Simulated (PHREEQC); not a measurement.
Consider water at 25 °C with 180 mmol/kgw MgSO4 and 0.045 mmol/kgw Na2SO4. Closed to the air; pH follows from the charge balance.

All values are PHREEQC results (ion-association model, phreeqc.dat), not measurements.

```
quantity                   before    after
------------------------  -------  -------
pH                           6.73     6.85
ionic strength (mol/kgw)    0.311   0.0446
MgSO4 (mol/kgw)             0.102  0.00685
SO4-2 (mol/kgw)            0.0778   0.0112
Mg+2 (mol/kgw)             0.0777   0.0112
Na+ (mol/kgw)             8.20e-5  8.77e-6
```

Task: What was changed between the two runs?
(A) diluted 10-fold with water
(B) diluted 100-fold with water
(C) Na2SO4 from 4.5e-05 to 0.00045 mol/kgw
(D) 0.0082 mol/kgw KCl added
(E) temperature from 25 to 90 °C

Result: A, diluted 10-fold with water

No solid was allowed to form.
